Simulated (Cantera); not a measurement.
Cantera run:

```python
import numpy as np
import cantera as ct

gas_names = """
    Ba BaF BaF2 F FO FO2 F2 F2O N NF NF2 NF3 NO NO2 NO3 N2 N2O O O2 O3
""".split()
cond_names = """
    Ba(cr) Ba(L) BaF2(a) BaF2(b,c) BaF2(L) BaO(s) BaO(L)
""".split()


# ... load() reads the species with a 1 bar reference pressure and builds the phases ...
atoms = {
    'BaF2': {'Ba': 1, 'F': 2},
    'O2': {'O': 2},
    'N2': {'N': 2},
}
top_T = {}  # K; cautious upper limits of use, not melting points


# ... equilibrate(T, P, feed) seeds the gas with the atoms and calls Mixture.equilibrate('TP', solver="vcs", rtol=1e-11, max_steps=5000) ...
results = []
T = 2000  # K
P = 3100  # Pa
for m in [41, 58, 82, 120, 160, 230, 320]:
    feed = {'BaF2': 1, 'O2': 0.085, 'N2': m}  # mol
    mix = equilibrate(T, P, feed)
    results.append((T, P, feed, dict(zip(mix.species_names, mix.species_moles))))

top = {s: max(r[3][s] / sum(r[3][g] for g in gas_names) for r in results) for s in gas_names}
cols = sorted((s for s in top if top[s] > 0.001), key=lambda s: -top[s])[:5]
seen = [c for c in cond_names if any(r[3].get(c, 0) > 1e-12 for r in results)]
print("log10 of partial pressures in bar; condensed amounts in mol")
print(f"{'n(N2)':>10s}" + "".join(f"{s[:9]:>10s}" for s in cols + seen))
for T, P, feed, n in results:
    ng = sum(n[g] for g in gas_names)
    print(f"{feed['N2']:10.4g}" + "".join(f"{np.log10(max(n[s] / ng * P / 1e5, 1e-99)):10.3f}" for s in cols)
          + "".join(f"{n.get(c, 0):10.4g}" for c in seen))
```

It prints:

```
log10 of partial pressures in bar; condensed amounts in mol
     n(N2)        N2      BaF2        O2
        41    -1.520    -3.133    -4.311
        58    -1.517    -3.281    -4.479
        82    -1.514    -3.429    -4.651
       120    -1.513    -3.592    -4.846
       160    -1.512    -3.717    -4.998
       230    -1.511    -3.873    -5.195
       320    -1.510    -4.016    -5.382
```

These are equilibrium values from Cantera (NASA tables, ideal gas, pure condensed phases), not measurements of a reactor.
